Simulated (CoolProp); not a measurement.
The fluid at 404.66 K and 6 MPa is throttled through a valve to 0.841 MPa with no heat exchange. The same conditions are run with several fluids, on thermodynamics alone (safety and materials aside).

Values from CoolProp's reference Helmholtz-energy equation of state of each fluid (R236EA: Rui 2013; cyclopentane: Gedanitz 2015; benzene: Thol 2012; R114: Platzer 1990; n-decane: Lemmon 2006). The equations of Platzer and Polt are older, rougher fits.

### Question
Rank R236EA, cyclopentane, benzene, R114, n-decane by temperature change (K), highest first.

### Answer
n-decane (+1.5), benzene (+1.2), cyclopentane (+0.5), R114 (-56.0), R236EA (-58.7)

| fluid | final phase | final density (kg/m³) |
|---|---|---|
| R236EA | two-phase, vapour fraction 0.663 | 81.3 |
| cyclopentane | liquid | 619 |
| benzene | liquid | 752 |
| R114 | two-phase, vapour fraction 0.597 | 99.3 |
| n-decane | liquid | 641 |
